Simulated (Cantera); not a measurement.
A perfectly stirred reactor is fed with C2H6 : O2 : N2 : H2O = 1 : 2.69 : 10.1 : 1.4 (molar parts), at 760 Torr; it is adiabatic with a 450 K inlet, and is followed from long to short residence time, starting on the burning branch (τ in s: 0.45, 0.22, 0.11, 0.052, 0.025, 0.012, 0.0061, 0.003, 0.0015, 0.00071, 0.00035, 0.00017, 8.3e-05).

Computed with Cantera and GRI-Mech 3.0 (53 species, 325 reactions).

Predict: blow-out, bracketed by the residence times tried; x(C2H6) at τ = 0.450 s; x(O2) at τ = 0.450 s; x(H2O) at τ = 0.450 s; x(CH2O) at τ = 0.450 s; x(CH4) at τ = 0.450 s; x(C2H6) at τ = 6.10 ms; x(O2) at τ = 6.10 ms; x(H2O) at τ = 6.10 ms; x(CH2O) at τ = 6.10 ms; x(CH4) at τ = 6.10 ms.


```json
{
  "blow_out_bracketed_by_the_residence_times_tried": "burning at 0.350 ms, out at 0.170 ms",
  "x(C2H6) at τ = 0.450 s": "1.72e-7",
  "x(O2) at τ = 0.450 s": "4.95e-5",
  "x(H2O) at τ = 0.450 s": "0.224",
  "x(CH2O) at τ = 0.450 s": "4.21e-7",
  "x(CH4) at τ = 0.450 s": "1.10e-5",
  "x(C2H6) at τ = 6.10 ms": "5.96e-6",
  "x(O2) at τ = 6.10 ms": "0.000858",
  "x(H2O) at τ = 6.10 ms": "0.220",
  "x(CH2O) at τ = 6.10 ms": "5.77e-6",
  "x(CH4) at τ = 6.10 ms": "2.78e-5"
}
```
